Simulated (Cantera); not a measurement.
# SiO₂ + H₂ (sublimation and decomposition of ceramics)

Feed: 1 mol SiO₂, 7.4 mol H₂, at 0.00975 Torr.

Equilibrium computed with Cantera from the NASA thermochemical tables; the gas is ideal and each condensed phase is pure. Candidate condensed phases: H₂O, Si, SiO₂; 33 gas species. Ions and electrons are included (thermal ionisation). The numbers say what is thermodynamically allowed, not how fast it happens.

From 2227 °C to 4727 °C nothing is condensed. The main Si-bearing gas is SiO at 2227 °C and Si+ at 4727 °C.

| T (°C) | log p H | log p O | log p SiO | log p e- | log p Si+ | log p Si | log p H₂ |
|---|---|---|---|---|---|---|---|
| 2227 | -4.95 | -6.12 | -6.10 | -12.14 | -12.14 | -9.98 | -6.70 |
| 2727 | -4.94 | -6.08 | -6.15 | -9.30 | -9.30 | -7.22 | -8.28 |
| 3227 | -4.96 | -5.87 | -6.97 | -7.74 | -7.74 | -6.22 | -9.47 |
| 3727 | -4.97 | -5.84 | -8.48 | -6.93 | -6.93 | -6.22 | -10.34 |
| 4227 | -4.98 | -5.85 | -9.93 | -6.43 | -6.43 | -6.47 | -11.04 |
| 4727 | -4.99 | -5.86 | -11.49 | -6.21 | -6.22 | -7.06 | -11.59 |
log p: log10 of the partial pressure in bar; nothing condenses.
